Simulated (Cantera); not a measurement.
Input: 1 mol Si3N4, 0.018 mol CO2, 16 mol H2, at 2173.15 K and 1 atm.

Cantera equilibrium calculation (NASA polynomials, part measured and part estimated; ideal gas, pure solids and liquids). Candidate condensed phases: C, C6H6, C7H8, C8H18, H2O, Si, SiC, SiO2, Si2N2O, Si3N4; 151 gas species. The tables' values for SiN are old estimates; treat these amounts as uncertain. Gases not in the tables: Si2H6 and higher silanes. Equilibrium is a limit: real reactors are often held back by kinetics, nucleation or transport.

Base state: H2 0.882, N2 0.110, H 0.00451, SiO 0.00147, CO 0.000520, HCN 0.000415, Si 0.000280, SiH2 0.000232 (mole fractions); condensed: Si(l).

Task: What changes in the equilibrium state with this change: pressure from 1 atm to 0.00110 bar?

Result: 
| species | before | after |
|---|---|---|
| H2 | 0.882 | 0.659 |
| Si | 0.000280 | 0.128 |
| H | 0.00451 | 0.118 |
| N2 | 0.110 | 0.0896 |
| CH4 | 1.06e-5 | 1.73e-9 |
| Si2 | 4.24e-6 | 0.000968 |
| Si3 | 8.39e-7 | 9.52e-5 |
| Si(l), mol | 2.96 | 0 |

Task: What changes in the equilibrium state with this change: temperature from 2173.15 K to 1298 K?

Result: 
| species | before | after |
|---|---|---|
| H2 | 0.882 | 0.998 |
| CH4 | 1.06e-5 | 0.00112 |
| N2 | 0.110 | 0.000748 |
| H | 0.00451 | 1.06e-6 |
| SiO | 0.00147 | <1e-9 |
| Si | 0.000280 | <1e-9 |
| SiH2 | 0.000232 | <1e-9 |
| Si(l), mol | 2.96 | 0 |
| Si2N2O(s), mol | 0 | 0.0360 |
| Si3N4(s), mol | 0 | 0.976 |
Mutual solubility and eutectic melting of coexisting phases are not modelled.
